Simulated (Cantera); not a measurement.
# Metals in furnace atmospheres: Ti + CO + H2O

A closed system holds: 1 mol Ti, 0.48 mol CO, 0.067 mol H2O, equilibrated at 260 Pa.

Method: chemical equilibrium by Gibbs-energy minimisation in Cantera with the NASA 1993 tables (ideal gas, pure condensed phases). Candidate condensed phases: C, C6H6, C7H8, C8H18, H2O, Ti, TiC, TiO, TiO2, Ti2O3, Ti3O5, Ti4O7; 113 gas species. Mutual solubility and eutectic melting of coexisting phases are not modelled. TiC, TiO: taken at fixed stoichiometry. Condensed phases not in the tables: solid solutions among these carbides, nitrides and lower oxides. Rates play no part.

| T (K) | x H2 | x CO | x H | x H2O | x CO2 | x TiO | n TiC(s) | n TiO(s) | n Ti2O3(s) |
|---|---|---|---|---|---|---|---|---|---|
| 1450 | 0.998 | 0.00138 | 0.000185 | 4.83e-6 | 2.80e-9 | 7.21e-10 | 0.480 | 0.466 | 0.0268 |
| 1475 | 0.997 | 0.00242 | 0.000254 | 6.22e-6 | 6.09e-9 | 1.61e-9 | 0.480 | 0.467 | 0.0267 |
| 1500 | 0.995 | 0.00419 | 0.000344 | 7.93e-6 | 1.29e-8 | 3.49e-9 | 0.480 | 0.467 | 0.0264 |
| 1525 | 0.992 | 0.00712 | 0.000462 | 1.00e-5 | 2.67e-8 | 7.37e-9 | 0.480 | 0.468 | 0.0260 |
| 1550 | 0.987 | 0.0119 | 0.000614 | 1.25e-5 | 5.40e-8 | 1.52e-8 | 0.479 | 0.470 | 0.0254 |
| 1575 | 0.980 | 0.0196 | 0.000807 | 1.55e-5 | 1.07e-7 | 3.05e-8 | 0.479 | 0.473 | 0.0243 |
| 1600 | 0.967 | 0.0317 | 0.00105 | 1.90e-5 | 2.08e-7 | 6.00e-8 | 0.478 | 0.477 | 0.0226 |
| 1625 | 0.948 | 0.0507 | 0.00135 | 2.30e-5 | 3.95e-7 | 1.15e-7 | 0.476 | 0.484 | 0.0198 |
| 1650 | 0.918 | 0.0800 | 0.00171 | 2.72e-5 | 7.39e-7 | 2.18e-7 | 0.474 | 0.495 | 0.0153 |
x: gas mole fraction; n: condensed amount in mol.

From 1450 K to 1650 K the condensed part is TiC(s) + TiO(s) + Ti2O3(s).
